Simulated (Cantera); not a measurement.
A perfectly stirred reactor is fed with CH4 : H2 : N2 = 0.024 : 1 : 0.00022 (molar parts), at 0.0150 bar; it is held at 2550 K, and followed from long to short residence time.

Model: GRI-Mech 3.0 (53 species, 325 reactions), integrated in Cantera. GRI-Mech 3.0 stops at C3 and has no aromatics, soot or wall deposition, so with more carbon than oxygen in the feed, carbon stays in small species such as C2H2 where larger ones or solid carbon would form. Radical loss at walls, strong at low pressure, is not modelled.

### Question
Predict: x(CH4) at τ = 7.90 s; x(H2) at τ = 7.90 s; x(H) at τ = 7.90 s; x(C2H2) at τ = 7.90 s; x(CH2) at τ = 7.90 s; x(CH4) at τ = 0.120 s; x(H2) at τ = 0.120 s; x(H) at τ = 0.120 s; x(C2H2) at τ = 0.120 s; x(CH2) at τ = 0.120 s.

### Answer
x(CH4) at τ = 7.90 s: 2.03e-6
x(H2) at τ = 7.90 s: 0.772
x(H) at τ = 7.90 s: 0.218
x(C2H2) at τ = 7.90 s: 0.00992
x(CH2) at τ = 7.90 s: 4.64e-6
x(CH4) at τ = 0.120 s: 0.000191
x(H2) at τ = 0.120 s: 0.912
x(H) at τ = 0.120 s: 0.0768
x(C2H2) at τ = 0.120 s: 0.0107
x(CH2) at τ = 0.120 s: 3.80e-5
